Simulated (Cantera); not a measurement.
Charge: 1 mol CCl4, 0.29 mol HCl, at 3227 °C and 0.00130 bar.

Method: chemical equilibrium by Gibbs-energy minimisation in Cantera with the NASA 1993 tables (ideal gas, pure condensed phases). Candidate condensed phases: C, C6H6, C7H8, C8H18; 91 gas species. The tables' values for CCl are old estimates; treat these amounts as uncertain. Equilibrium is a limit: real reactors are often held back by kinetics, nucleation or transport.

**Question.** What is the equilibrium state?

**Answer.** 
```json
{
 "x(Cl)": "0.786",
 "x(C)": "0.145",
 "x(H)": "0.0528",
 "x(C2)": "0.0102",
 "x(C3)": "0.00579",
 "x(HCl)": "0.000233",
 "x(CCl)": "2.72e-5",
 "x(C2H)": "1.45e-5",
 "x(H2)": "1.04e-5",
 "gas_amount": "5.459 mol",
 "log10 activity of C(graphite) (absent)": "-1.20"
}
```
